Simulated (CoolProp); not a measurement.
The numbers come from the reference Helmholtz-energy equation of state, Thol 2019 in CoolProp.

### Question
For decamethylcyclopentasiloxane (D5), give the phase and the Z, cv (kJ/(kg K)), Joule-Thomson coefficient (K/MPa) at 205.55 °C and 0.181 MPa; 253.45 °C and 0.181 MPa.

### Answer
- 205.55 °C and 0.181 MPa: liquid; Z 0.0225, cv 1.75, Joule-Thomson coefficient -0.109
- 253.45 °C and 0.181 MPa: gas; Z 0.878, cv 1.78, Joule-Thomson coefficient 19.0
